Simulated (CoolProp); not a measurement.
Vapour-liquid equilibrium of R22 (1) + cyclohexane (2) at 51.55 °C; x and y are mole fractions of (1).

Computed with CoolProp (multi-fluid Helmholtz-energy mixture model, Kamei 1995 and Zhou 2014; pair parameters Bell 2016).

```
x     bubble pressure, mixture model (MPa)  bubble pressure, Raoult's law (MPa)  y, mixture model  y, Raoult's law
----  ------------------------------------  -----------------------------------  ----------------  ---------------
0.05                                0.2304                               0.1371             0.830            0.734
0.2                                 0.6914                               0.4333             0.942            0.929
0.35                                 1.005                               0.7294             0.961            0.966
0.5                                  1.224                                1.026             0.969            0.981
0.65                                 1.407                                1.322             0.975            0.990
0.8                                  1.610                                1.618             0.983            0.995
0.95                                 1.890                                1.914             0.994            0.999
```

The largest gap from Raoult's law is +68.1 % in bubble pressure, at x = 0.05. No azeotrope shows between x = 0.05 and 0.95.

Pair parameters are fitted to limited data, so mixtures are less certain than the pure fluids. The gap from Raoult's law changes sign with composition, which may be real or a fault of the pair parameters; it wasn't checked against measurements. With so large a gap from Raoult's law the liquid may split in two, which this calculation doesn't test in full.
